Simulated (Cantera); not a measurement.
Charge: 1 mol Si, a varied amount of Cl₂, 1.6 mol H₂, equilibrated at 750 K and 100000 Pa.

Equilibrium computed with Cantera from the NASA thermochemical tables; the gas is ideal and each condensed phase is pure. Candidate condensed phases: Si; 19 gas species. Kinetics and transport are ignored.

Question: Which condensed phases are stable at each of these points (n(Cl₂) (mol)): 0.5, 0.62, 0.76, 0.93, 1.1, 1.4, 1.7, 2.1?

Answer: 
```csv
n(Cl₂) (mol),condensed phases,Si condensed (%)
0.5,Si(s),72.2
0.62,Si(s),65.7
0.76,Si(s),58.2
0.93,Si(s),49.1
1.1,Si(s),40.0
1.4,Si(s),24.1
1.7,Si(s),8.3
2.1,gas only,0.0
```

From 0.5 mol Cl₂ to 1.7 mol Cl₂ the condensed part is Si(s). At 2.1 mol Cl₂ nothing is condensed.
